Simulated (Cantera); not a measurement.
Feed: 1 mol Fe3O4, 1.5 mol CO, 1.8 mol N2, equilibrated at 2075 °C and 0.0900 Torr.

Method: chemical equilibrium by Gibbs-energy minimisation in Cantera with the NASA 1993 tables (ideal gas, pure condensed phases). Candidate condensed phases: C, Fe, Fe(CO)5, FeO, Fe2O3, Fe3O4; 27 gas species. The numbers say what is thermodynamically allowed, not how fast it happens.

Base state: Fe 0.319, N2 0.198, O 0.190, CO 0.137, O2 0.102, CO2 0.0307, FeO 0.0166, NO 0.00605 (mole fractions); condensed: gas only.

What changes in the equilibrium state with this change: 1.5 mol NH3 added?


```
species   before    after
-------  -------  -------
Fe         0.319    0.221
H              0    0.198
N2         0.198    0.192
O          0.190    0.129
H2             0   0.0309
OH             0   0.0296
H2O            0   0.0269
O2         0.102   0.0465
FeO       0.0166  0.00778
CO2       0.0307   0.0150
CO         0.137   0.0993
NO       0.00605  0.00402
```
Further candidate phases: C6H6, C7H8, C8H18, Fe(OH)2, Fe(OH)3, H2O.

What changes in the equilibrium state with this change: temperature from 2075 °C to 1002 °C?


| species | before | after |
|---|---|---|
| N2 | 0.198 | 0.545 |
| CO2 | 0.0307 | 0.303 |
| CO | 0.137 | 0.152 |
| Fe | 0.319 | 4.17e-7 |
| O | 0.190 | <1e-9 |
| O2 | 0.102 | <1e-9 |
| FeO | 0.0166 | 1.77e-9 |
| NO | 0.00605 | 1.02e-8 |
| FeO(s), mol | 0 | 3.00 |
The tables' stoichiometric FeO is somewhat more stable than real wüstite, so its field is too wide. FeO: taken at fixed stoichiometry.

What changes in the equilibrium state with this change: pressure from 0.0900 Torr to 0.540 Torr?


```tsv
species	before	after
Fe	0.319	0.319
N2	0.198	0.216
O2	0.102	0.137
O	0.190	0.0899
CO2	0.0307	0.0712
FeO	0.0166	0.0472
CO	0.137	0.112
NO	0.00605	0.00731
```
